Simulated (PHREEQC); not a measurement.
Consider water at 25 °C with 19 mmol/kgw NH3 and 0.034 mmol/kgw H3BO3. It is in equilibrium with CO2 at log p = -3.5 (atm). Otherwise closed; pH follows from the charge balance.

Computed with PHREEQC (ion-association model, phreeqc.dat).

Precipitation was switched off in this run.

Q: Order these C species by the share of C that they hold, largest first: CO3-2, HCO3-, CO2.

A: HCO3- (90 %), CO3-2 (9.4 %), CO2 (0.11 %)

The pH is 9.21 and the ionic strength 0.0113 mol/kgw.
